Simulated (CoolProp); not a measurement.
Vapour-liquid equilibrium of CHF3 (R23) (1) + R125 (2) at 198.2 K; x and y are mole fractions of (1).

Values from CoolProp's multi-fluid Helmholtz-energy mixture model, Penoncello 2003 and Lemmon 2005; pair parameters Bell 2016.

```json
[
 {"x": "0.05", "bubble pressure (MPa)": "0.02800", "y at the bubble point": "0.255", "dew pressure at overall composition x (MPa)": "0.02284", "liquid density (mol/L)": "13.63"},
 {"x": "0.125", "bubble pressure (MPa)": "0.03753", "y at the bubble point": "0.485", "dew pressure at overall composition x (MPa)": "[?]", "liquid density (mol/L)": "14.01"},
 {"x": "0.2", "bubble pressure (MPa)": "0.04729", "y at the bubble point": "0.625", "dew pressure at overall composition x (MPa)": "0.02639", "liquid density (mol/L)": "14.41"},
 {"x": "0.275", "bubble pressure (MPa)": "0.05717", "y at the bubble point": "0.717", "dew pressure at overall composition x (MPa)": "0.02862", "liquid density (mol/L)": "14.83"},
 {"x": "0.35", "bubble pressure (MPa)": "0.06705", "y at the bubble point": "[?]", "dew pressure at overall composition x (MPa)": "0.03127", "liquid density (mol/L)": "15.27"},
 {"x": "0.425", "bubble pressure (MPa)": "0.07686", "y at the bubble point": "0.831", "dew pressure at overall composition x (MPa)": "0.03445", "liquid density (mol/L)": "15.73"},
 {"x": "0.5", "bubble pressure (MPa)": "0.08657", "y at the bubble point": "0.868", "dew pressure at overall composition x (MPa)": "0.03836", "liquid density (mol/L)": "16.22"},
 {"x": "0.575", "bubble pressure (MPa)": "[?]", "y at the bubble point": "0.898", "dew pressure at overall composition x (MPa)": "0.04327", "liquid density (mol/L)": "16.73"},
 {"x": "0.65", "bubble pressure (MPa)": "0.1056", "y at the bubble point": "0.922", "dew pressure at overall composition x (MPa)": "0.04963", "liquid density (mol/L)": "17.27"},
 {"x": "0.725", "bubble pressure (MPa)": "[?]", "y at the bubble point": "0.943", "dew pressure at overall composition x (MPa)": "0.05818", "liquid density (mol/L)": "[?]"},
 {"x": "0.8", "bubble pressure (MPa)": "0.1244", "y at the bubble point": "0.961", "dew pressure at overall composition x (MPa)": "0.07029", "liquid density (mol/L)": "18.45"},
 {"x": "0.875", "bubble pressure (MPa)": "0.1339", "y at the bubble point": "0.977", "dew pressure at overall composition x (MPa)": "0.08859", "liquid density (mol/L)": "19.09"},
 {"x": "0.95", "bubble pressure (MPa)": "0.1434", "y at the bubble point": "0.991", "dew pressure at overall composition x (MPa)": "0.1186", "liquid density (mol/L)": "19.78"}
]
```

Q: Complete the blanks.

A: 
- 0.125, dew pressure at overall composition x (MPa): 0.02449
- 0.35, y at the bubble point: 0.783
- 0.575, bubble pressure (MPa): 0.09616
- 0.725, bubble pressure (MPa): 0.1150
- 0.725, liquid density (mol/L): 17.84

No azeotrope shows between x = 0.05 and 0.95.

Pair parameters are fitted to limited data, so mixtures are less certain than the pure fluids. The gap from Raoult's law changes sign with composition, which may be real or a fault of the pair parameters; it wasn't checked against measurements.
